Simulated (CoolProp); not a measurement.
Vapour-liquid equilibrium of R22 (1) + c-C4F8 (RC318) (2) at 255.1 K; x and y are mole fractions of (1).

The numbers come from the multi-fluid Helmholtz-energy mixture model, Kamei 1995 and Platzer 1990; pair parameters Bell 2016 in CoolProp. This equation is an older, rougher fit; its heat capacities, sound speeds and derivatives of the liquid may be far off and weren't checked against measurements.

```tsv
x	bubble pressure, mixture model (kPa)	bubble pressure, Raoult's law (kPa)	y, mixture model	y, Raoult's law
0.05	66.73	69.96	0.151	0.189
0.125	84.76	85.30	0.394	0.387
0.2	110.4	100.6	0.584	0.525
0.275	139.8	116.0	0.707	0.627
0.35	168.5	131.3	0.783	0.704
0.425	193.1	146.7	0.830	0.766
0.5	212.2	162.0	0.860	0.816
0.575	225.9	177.4	0.880	0.857
0.65	235.5	192.7	0.894	0.892
0.725	242.7	208.0	0.905	0.921
0.8	248.9	223.4	0.918	0.947
0.875	255.0	238.7	0.936	0.969
0.95	261.1	254.1	0.966	0.988
```

The largest gap from Raoult's law is +31.6 % in bubble pressure, at x = 0.425. No azeotrope shows between x = 0.05 and 0.95.

The pair parameters rest on a limited set of measurements; away from them the model extrapolates. The gap from Raoult's law changes sign with composition, which may be real or a fault of the pair parameters; it wasn't checked against measurements.
